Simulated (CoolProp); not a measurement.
CH2F2 (R32) at several states: fugacity coefficient from the reference equation and from simpler models built on Tc = 351.3 K, pc = 5.783 MPa, ω = 0.277; each cubic takes its own stable root.

Computed with CoolProp (reference Helmholtz-energy equation of state, Tillner-Roth 1997).

```tsv
T (K)	p (MPa)	phase	reference	Soave-Redlich-Kwong	Peng-Robinson
344.2	24.9	liquid	___	0.2455	___
304.1	0.738	gas	___	0.9311	0.9259
304.2	3.24	liquid	___	0.5256	___
321.1	0.133	gas	0.9877	0.9895	0.9885
375.4	0.0214	gas	0.9989	0.9990	0.9989
```

Problem. Some entries are withheld; supply them.

Solution. 
- 344.2, reference: 0.2027
- 344.2, Peng-Robinson: 0.2240
- 304.1, reference: 0.9178
- 304.2, reference: 0.4915
- 304.2, Peng-Robinson: 0.5109
